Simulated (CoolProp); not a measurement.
Vapour-liquid equilibrium of carbon dioxide (1) + R143a (2) at 232.2 K; x and y are mole fractions of (1).

Values from CoolProp's multi-fluid Helmholtz-energy mixture model, Span 1996 and Lemmon and Jacobsen 2000; pair parameters Bell 2016.

Problem. Give the bubble pressure and the first vapour's composition at x = 0.2, 0.35, 0.575. Is there an azeotrope?

Solution. x = 0.2: 3.034 bar, y = 0.630; x = 0.35: 4.507 bar, y = 0.792; x = 0.575: 6.510 bar, y = 0.896. No azeotrope shows between x = 0.05 and 0.95.

The pair parameters rest on a limited set of measurements; away from them the model extrapolates. The gap from Raoult's law changes sign with composition, which may be real or a fault of the pair parameters; it wasn't checked against measurements.
